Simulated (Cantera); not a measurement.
# Fluorocarbon and chlorocarbon gases: CHF₃ + F₂

Feed: 1 mol CHF₃, 0.046 mol F₂, at 3600 Pa.

Method: chemical equilibrium by Gibbs-energy minimisation in Cantera with the NASA 1993 tables (ideal gas, pure condensed phases). Candidate condensed phases: C, C₆H₆, C₇H₈, C₈H₁₈; 95 gas species. Gases not in the tables: C₂F₆ and larger saturated fluorocarbons. Rates play no part.

From 2275 °C to 2875 °C the condensed part is C(graphite). The main C-bearing gas is CF₂ at 2275 °C and C₃ at 2875 °C.

```json
[
 {"T (°C)": "2275", "log p F": "-1.98", "log p HF": "-1.82", "log p CF₂": "-2.04", "log p CF": "-3.40", "log p C₃": "-5.99", "log p CF₄": "-3.25", "n C(graphite)": "0.329"},
 {"T (°C)": "2325", "log p F": "-1.92", "log p HF": "-1.83", "log p CF₂": "-2.08", "log p CF": "-3.28", "log p C₃": "-5.67", "log p CF₄": "-3.53", "n C(graphite)": "0.366"},
 {"T (°C)": "2375", "log p F": "-1.88", "log p HF": "-1.85", "log p CF₂": "-2.12", "log p CF": "-3.18", "log p C₃": "-5.36", "log p CF₄": "-3.83", "n C(graphite)": "0.408"},
 {"T (°C)": "2425", "log p F": "-1.84", "log p HF": "-1.86", "log p CF₂": "-2.18", "log p CF": "-3.08", "log p C₃": "-5.07", "log p CF₄": "-4.14", "n C(graphite)": "0.452"},
 {"T (°C)": "2475", "log p F": "-1.81", "log p HF": "-1.87", "log p CF₂": "-2.24", "log p CF": "-2.99", "log p C₃": "-4.78", "log p CF₄": "-4.46", "n C(graphite)": "0.493"},
 {"T (°C)": "2525", "log p F": "-1.78", "log p HF": "-1.88", "log p CF₂": "-2.32", "log p CF": "-2.91", "log p C₃": "-4.51", "log p CF₄": "-4.78", "n C(graphite)": "0.530"},
 {"T (°C)": "2575", "log p F": "-1.76", "log p HF": "-1.89", "log p CF₂": "-2.39", "log p CF": "-2.84", "log p C₃": "-4.25", "log p CF₄": "-5.11", "n C(graphite)": "0.558"},
 {"T (°C)": "2625", "log p F": "-1.74", "log p HF": "-1.90", "log p CF₂": "-2.48", "log p CF": "-2.77", "log p C₃": "-4.00", "log p CF₄": "-5.45", "n C(graphite)": "0.574"},
 {"T (°C)": "2675", "log p F": "-1.73", "log p HF": "-1.91", "log p CF₂": "-2.56", "log p CF": "-2.71", "log p C₃": "-3.75", "log p CF₄": "-5.79", "n C(graphite)": "0.574"},
 {"T (°C)": "2725", "log p F": "-1.72", "log p HF": "-1.92", "log p CF₂": "-2.66", "log p CF": "-2.66", "log p C₃": "-3.52", "log p CF₄": "-6.13", "n C(graphite)": "0.552"},
 {"T (°C)": "2775", "log p F": "-1.72", "log p HF": "-1.93", "log p CF₂": "-2.75", "log p CF": "-2.61", "log p C₃": "-3.29", "log p CF₄": "-6.48", "n C(graphite)": "0.497"},
 {"T (°C)": "2825", "log p F": "-1.72", "log p HF": "-1.94", "log p CF₂": "-2.86", "log p CF": "-2.57", "log p C₃": "-3.07", "log p CF₄": "-6.83", "n C(graphite)": "0.393"},
 {"T (°C)": "2875", "log p F": "-1.72", "log p HF": "-1.96", "log p CF₂": "-2.97", "log p CF": "-2.53", "log p C₃": "-2.85", "log p CF₄": "-7.20", "n C(graphite)": "0.212"}
]
```
log p: log10 of the partial pressure in bar; n: condensed amount in mol.
